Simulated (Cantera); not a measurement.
A freely propagating, adiabatic, planar premixed flame of H₂ : O₂ : N₂ = 1 : 0.455 : 1.32 (molar parts), equivalence ratio 1.1, unburnt at 598 K and 0.197 atm; multicomponent transport, grid criteria slope 0.08 and curve 0.16, no radiation.

Computed with Cantera and the H2/O2 subset of GRI-Mech 3.0, which has no nitrogen chemistry. Burning velocities carry a grid error of a few per cent, more on coarse grids.

x: mole fraction of selected species; z is measured from the peak of heat release.

```tsv
z (mm)	T (K)	u (m/s)	x H₂	x O₂	x O	x H₂O₂	x HO₂	x H
-10.2	598	7.55	0.360	0.164	<1e-8	<1e-8	<1e-8	<1e-8
-6.78	598	7.55	0.360	0.164	<1e-8	<1e-8	<1e-8	<1e-8
-5.09	598	7.55	0.360	0.164	<1e-8	<1e-8	<1e-8	<1e-8
-3.39	598	7.55	0.360	0.164	<1e-8	<1e-8	3.40e-7	1.47e-7
-1.70	605	7.63	0.359	0.164	7.06e-6	6.22e-7	7.84e-5	0.000291
-0.848	[?]	9.14	0.339	0.160	0.000278	1.53e-6	5.74e-5	0.00945
0	[?]	13.9	0.183	0.107	0.00904	1.20e-6	2.43e-5	0.0779
0.848	[?]	17.4	0.0732	0.0399	0.0180	1.18e-6	8.36e-6	0.112
1.70	[?]	18.8	0.0684	0.0320	0.0185	8.10e-7	5.82e-6	0.103
3.39	[?]	20.3	0.0717	0.0287	0.0175	4.51e-7	4.37e-6	0.0870
6.78	[?]	22.1	0.0738	0.0250	0.0155	2.32e-7	3.19e-6	0.0700
13.6	2097	23.8	0.0736	0.0211	0.0127	1.28e-7	2.31e-6	0.0535
27.1	[?]	25.5	0.0711	0.0171	0.00963	8.79e-8	1.86e-6	0.0390
```

Q: What belongs in the gaps?

A: 
- -0.848, T (K): 731
- 0, T (K): 1155
- 0.848, T (K): 1459
- 1.70, T (K): 1590
- 3.39, T (K): 1743
- 6.78, T (K): 1915
- 27.1, T (K): 2275
